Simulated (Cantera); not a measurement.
Charge: 1 mol CH3SiCl3, 910 mol H2, equilibrated at 1950 K and 2.93 Torr.

Method: chemical equilibrium by Gibbs-energy minimisation in Cantera with the NASA 1993 tables (ideal gas, pure condensed phases). Candidate condensed phases: C, C6H6, C7H8, C8H18, Si, SiC; 109 gas species. The feed counts by its element totals alone. Rates play no part.

Base state: H2 0.978, H 0.0182, HCl 0.00320, Si 0.000424, C2H2 (acetylene) 0.000228, Cl 4.46e-5, SiH 2.00e-5 (mole fractions); condensed: SiC(s).

Problem. What changes in the equilibrium state with this change: H2 from 910 to 2.1 mol?

Solution. 
| species | before | after |
|---|---|---|
| HCl | 0.00320 | 0.463 |
| H2 | 0.978 | 0.460 |
| SiCl2 | 1.85e-6 | 0.0536 |
| H | 0.0182 | 0.0125 |
| SiCl3 | <1e-9 | 0.000629 |
| Cl | 4.46e-5 | 0.00938 |
| SiC(s), mol | 0.558 | 0.716 |
| C(graphite), mol | 0 | 0.281 |
The tables' values for SiCl3, SiCl are old estimates; treat these amounts as uncertain.

Problem. What changes in the equilibrium state with this change: H2 from 910 to 7.2 mol?

Solution. 
```json
[
 {"species": "H2", "before": "0.978", "after": "0.704"},
 {"species": "HCl", "before": "0.00320", "after": "0.264"},
 {"species": "H", "before": "0.0182", "after": "0.0154"},
 {"species": "SiCl2", "before": "1.85e-6", "after": "0.0114"},
 {"species": "SiCl3", "before": "<1e-9", "after": "6.15e-5"},
 {"species": "Cl", "before": "4.46e-5", "after": "0.00432"},
 {"species": "SiC(s), mol", "before": "0.558", "after": "0.877"},
 {"species": "C(graphite), mol", "before": "0", "after": "0.115"}
]
```
The tables' values for SiCl, SiCl3 are old estimates; treat these amounts as uncertain.

Problem. What changes in the equilibrium state with this change: temperature from 1950 K to 1473.15 K?

Solution. 
```
species             before     after
----------------  --------  --------
H2                   0.978     0.997
HCl                0.00320   0.00328
H                   0.0182  0.000203
Si                0.000424   6.80e-8
C2H2 (acetylene)  0.000228   1.20e-7
SiH                2.00e-5   1.52e-8
Cl                 4.46e-5   5.41e-7
SiC(s), mol          0.558     0.998
```
